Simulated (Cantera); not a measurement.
Input: 1 mol S, 7 mol H₂, 0.26 mol O₂, equilibrated at 1875 K and 11.0 mbar.

Cantera equilibrium calculation (NASA polynomials, part measured and part estimated; ideal gas, pure solids and liquids). The numbers say what is thermodynamically allowed, not how fast it happens.

```json
[
 {"species": "H₂", "before": "0.844", "after": "0.786"},
 {"species": "H₂S", "before": "0.0169", "after": "0.137"},
 {"species": "H₂O", "before": "0.0675", "after": "0.0741"},
 {"species": "S₂", "before": "0.0506", "after": "0.00254"},
 {"species": "SH", "before": "0.0110", "after": "0.000118"},
 {"species": "OH", "before": "3.58e-5", "after": "<1e-9"},
 {"species": "S", "before": "0.00285", "after": "9.87e-8"},
 {"species": "H", "before": "0.00574", "after": "6.31e-7"},
 {"species": "SO", "before": "0.00147", "after": "1.74e-7"},
 {"species": "SO₂", "before": "0.000279", "after": "3.20e-7"},
 {"species": "S₂O", "before": "2.70e-5", "after": "1.14e-7"}
]
```
Gas species are given as mole fractions.

Question: Name the change that produced these shifts.
(A) pressure from 11.0 mbar to 13.0 Pa
(B) pressure from 11.0 mbar to 1.60 mbar
(C) O₂ from 0.26 to 1.5 mol
(D) temperature from 1875 K to 1150 K

Answer: D, temperature from 1875 K to 1150 K. Gases not in the tables: S₃ to S₇
